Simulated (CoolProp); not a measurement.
A single-stage vapour-compression cycle with tetrahydrofuran: evaporating at 293.15 K (dew point), condensing at 337.15 K (bubble point), superheat 8 K, subcooling 2 K, compressor efficiency 0.7, no pressure losses. Each further row changes one setting.

Computed with CoolProp (reference Helmholtz-energy equation of state, Fiedler 2023).

| case | cooling COP | pressure ratio | discharge temperature (K) | refrigerating effect (kJ/kg) | volumetric capacity (kJ/m³) |
|---|---|---|---|---|---|
| as stated | 4.20 | 5.50 | 376.7 | 383 | 192 |
| evaporating temperature 298.15 K | 4.88 | 4.40 | 372.1 | 388 | 240 |
| condensing temperature 332.15 K | 4.80 | 4.66 | 369.6 | 392 | 197 |
| subcooling 7 K | 4.30 | 5.50 | 376.7 | 392 | 197 |
| superheat 18 K | 4.19 | 5.50 | 386.4 | 394 | 191 |
| compressor efficiency 0.6 | 3.60 | 5.50 | 387.4 | 383 | 192 |
